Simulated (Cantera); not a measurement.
Input: 1 mol BF3, 1.2 mol H2, 16 mol N2, at 977 °C and 29.0 Pa.

These are equilibrium values from Cantera (NASA tables, ideal gas, pure condensed phases), not measurements of a reactor. Candidate condensed phases: B, BN; 31 gas species. N2 is the only nitrogen source here; it is nearly inert below about 1500 K, so the nitride shown seldom forms there in practice. The tables' values for BF2 are old estimates; treat these amounts as uncertain. The numbers say what is thermodynamically allowed, not how fast it happens.

Base state: N2 0.878, H2 0.0626, BF3 0.0526, HF 0.00665, BF2 8.23e-5, BHF2 5.33e-5 (mole fractions); condensed: BN(s).

What changes in the equilibrium state with this change: temperature from 977 °C to 650 °C?


```json
[
 {"species": "N2", "before": "0.878", "after": "0.879"},
 {"species": "H2", "before": "0.0626", "after": "0.0643"},
 {"species": "BF3", "before": "0.0526", "after": "0.0539"},
 {"species": "HF", "before": "0.00665", "after": "0.00325"},
 {"species": "BF2", "before": "8.23e-5", "after": "1.71e-8"},
 {"species": "BHF2", "before": "5.33e-5", "after": "1.70e-6"},
 {"species": "BN(s), mol", "before": "0.0395", "after": "0.0197"}
]
```
